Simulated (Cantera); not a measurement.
Feed: 1 mol Si, 2.6 mol HCl, 17 mol H2, held at 1523.15 K and 26.0 bar.

Method: chemical equilibrium by Gibbs-energy minimisation in Cantera with the NASA 1993 tables (ideal gas, pure condensed phases). Candidate condensed phases: Si; 19 gas species. The tables' values for SiCl3 are old estimates; treat these amounts as uncertain. Gases not in the tables: Si2H6 and higher silanes. The numbers say what is thermodynamically allowed, not how fast it happens.

Q: What is the equilibrium state?

A: 
```
Item           Result
----------  ---------
x(H2)           0.923
x(HCl)         0.0441
x(SiHCl3)      0.0123
x(SiCl2)      0.00690
x(SiCl4)      0.00523
x(SiH2Cl2)    0.00464
x(SiCl3)      0.00348
x(SiH3Cl)    0.000517
x(SiH4)       2.34e-5
n(Si(s))    0.367 mol
gas amount  19.13 mol
```
